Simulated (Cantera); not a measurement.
A Cantera script and what it prints.

```python
import numpy as np
import cantera as ct

gas_names = """
    H HO2 H2 H2O H2O2 H2S H2SO4 O OH O2 O3 S SH SO SO2 SO3 S2 S2O S8
""".split()
cond_names = """
    H2O(s) H2O(L) H2SO4(L) S(cr1) S(cr2) S(L)
""".split()


def load(file, names, dense=False):
    # The tables refer to 1 bar. Condensed volumes are neglected.
    table = {s.name: s for s in ct.Species.list_from_file(file)}
    out = []
    for n in names:
        d = dict(table[n].input_data)
        d["thermo"] = dict(d["thermo"], **{"reference-pressure": 1e5})
        if dense:
            d["equation-of-state"] = {"model": "constant-volume", "density": "1e6 g/cm^3"}
        out.append(ct.Species.from_dict(d))
    return out


gas = ct.Solution(thermo="ideal-gas", species=load("nasa_gas.yaml", gas_names))
cond = {s.name: ct.Solution(thermo="fixed-stoichiometry", species=[s], name=s.name)
        for s in load("nasa_condensed.yaml", cond_names, dense=True)}
atoms = {
    'S': {'S': 1},
    'H2O': {'H': 2, 'O': 1},
}
top_T = {}  # K; cautious upper limits of use, not melting points


def equilibrate(T, P, feed):
    n = {}
    for name, mol in feed.items():
        for a, k in atoms[name].items():
            n[a] = n.get(a, 0.0) + k * mol
    gas.TPX = T, P, n
    mass = sum(n.values()) * gas.mean_molecular_weight
    gas.equilibrate("TP")
    valid = [c for c in cond.values() if c.min_temp <= T <= top_T.get(c.name, c.max_temp)]
    mix = ct.Mixture([(gas, mass / gas.mean_molecular_weight)] + [(c, 0.0) for c in valid])
    mix.T, mix.P = T, P
    mix.equilibrate("TP", solver="vcs", rtol=1e-11, max_steps=5000)
    return mix


results = []
feed = {'S': 1, 'H2O': 1.1}  # mol
P = 17  # Pa
for T in [1048, 1098, 1148, 1198, 1248, 1298, 1348, 1398, 1448, 1498]:
    mix = equilibrate(T, P, feed)
    results.append((T, P, feed, dict(zip(mix.species_names, mix.species_moles))))

top = {s: max(r[3][s] / sum(r[3][g] for g in gas_names) for r in results) for s in gas_names}
cols = sorted((s for s in top if top[s] > 0.0001), key=lambda s: -top[s])[:6]
seen = [c for c in cond_names if any(r[3].get(c, 0) > 1e-12 for r in results)]
print("log10 of partial pressures in bar; condensed amounts in mol")
print(f"{'T/K':>10s}" + "".join(f"{s[:9]:>10s}" for s in cols + seen))
for T, P, feed, n in results:
    ng = sum(n[g] for g in gas_names)
    print(f"{T:10.4g}" + "".join(f"{np.log10(max(n[s] / ng * P / 1e5, 1e-99)):10.3f}" for s in cols)
          + "".join(f"{n.get(c, 0):10.4g}" for c in seen))
```

It prints:

```
log10 of partial pressures in bar; condensed amounts in mol
       T/K       H2O        H2        S2       SO2       H2S        SO
      1048    -4.009    -4.935    -4.348    -5.047    -5.191    -7.500
      1098    -4.023    -4.821    -4.351    -4.996    -5.283    -7.200
      1148    -4.039    -4.726    -4.357    -4.943    -5.378    -6.923
      1198    -4.059    -4.644    -4.365    -4.889    -5.471    -6.667
      1248    -4.080    -4.574    -4.374    -4.838    -5.564    -6.432
      1298    -4.103    -4.513    -4.386    -4.792    -5.655    -6.216
      1348    -4.129    -4.460    -4.399    -4.750    -5.743    -6.017
      1398    -4.156    -4.413    -4.414    -4.713    -5.830    -5.834
      1448    -4.184    -4.373    -4.430    -4.681    -5.914    -5.666
      1498    -4.215    -4.337    -4.448    -4.655    -5.996    -5.511
```

Method: chemical equilibrium by Gibbs-energy minimisation in Cantera with the NASA 1993 tables (ideal gas, pure condensed phases). Gases not in the tables: S3 to S7.
